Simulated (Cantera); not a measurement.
# Equilibrium for roasting and sulfation: MgCO3 + H2S + H2O

A closed system holds: 1 mol MgCO3, 0.96 mol H2S, 0.044 mol H2O, equilibrated at 1648.15 K.

These are equilibrium values from Cantera (NASA tables, ideal gas, pure condensed phases), not measurements of a reactor. Candidate condensed phases: C, C6H6, C7H8, C8H18, H2O, H2SO4, Mg, MgCO3, MgO, Mg(OH)2, MgS, MgSO4, S; 130 gas species. Rates play no part.

From 10.0 mbar to 20.0 bar the condensed part is MgO(s). The main Mg-bearing gas is Mg at 10.0 mbar and Mg(OH)2 at 20.0 bar.

```csv
P (Pa),log p CO,log p H2O,log p CO2,log p H2,log p H2S,log p S2,log p SO2,log p COS,n MgO(s)
1000,-2.55,-2.67,-2.95,-2.78,-3.90,-2.80,-3.42,-5.14,1.000
3500,-2.02,-2.10,-2.35,-2.28,-3.13,-2.25,-3.00,-4.34,1.000
13000,-1.47,-1.51,-1.73,-1.76,-2.33,-1.68,-2.58,-3.50,1.000
45000,-0.95,-0.97,-1.14,-1.28,-1.59,-1.16,-2.18,-2.72,1.000
160000,-0.43,-0.42,-0.54,-0.81,-0.85,-0.63,-1.77,-1.94,1.000
560000,0.08,0.11,0.05,-0.37,-0.16,-0.14,-1.35,-1.18,1.000
2000000,0.59,0.64,0.66,0.06,0.52,0.35,-0.91,-0.43,1.000
```
log p: log10 of the partial pressure in bar; n: condensed amount in mol.
